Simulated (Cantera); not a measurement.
A closed system holds: 1 mol Si, 0.87 mol HCl, 13 mol H₂, held at 1 atm.

Cantera equilibrium calculation (NASA polynomials, part measured and part estimated; ideal gas, pure solids and liquids). Candidate condensed phases: Si; 19 gas species. The tables' values for SiCl₃ are old estimates; treat these amounts as uncertain. The numbers say what is thermodynamically allowed, not how fast it happens.

log p: log10 of the partial pressure in bar; n: condensed amount in mol.

```tsv
T (°C)	log p H₂	log p HCl	log p SiHCl₃	log p SiCl₂	log p SiCl₄	log p SiCl₃	log p SiH₂Cl₂	n Si(s)
825	-0.01	-1.89	-2.14	?	-2.19	-3.40	-3.02	0.791
875	-0.01	-1.76	-2.19	?	-2.25	-3.23	-3.04	0.806
925	-0.01	-1.65	-2.26	?	-2.33	-3.10	-3.08	0.823
975	-0.01	-1.56	-2.35	?	-2.44	-3.00	-3.13	0.839
1025	-0.01	-1.48	-2.47	?	-2.59	-2.95	-3.20	0.854
1075	-0.02	-1.43	-2.62	?	-2.78	-2.94	-3.29	0.866
1125	-0.02	-1.39	-2.80	?	-3.02	-2.97	-3.40	0.875
1175	-0.02	-1.36	-3.00	-2.22	-3.28	-3.03	-3.53	0.880
1225	-0.02	-1.35	-3.21	-2.18	-3.55	-3.12	-3.66	0.883
```

Task: Some entries are withheld; supply them.

Result: 
- 825, log p SiCl₂: -3.46
- 875, log p SiCl₂: -3.17
- 925, log p SiCl₂: -2.91
- 975, log p SiCl₂: -2.70
- 1025, log p SiCl₂: -2.52
- 1075, log p SiCl₂: -2.39
- 1125, log p SiCl₂: -2.29
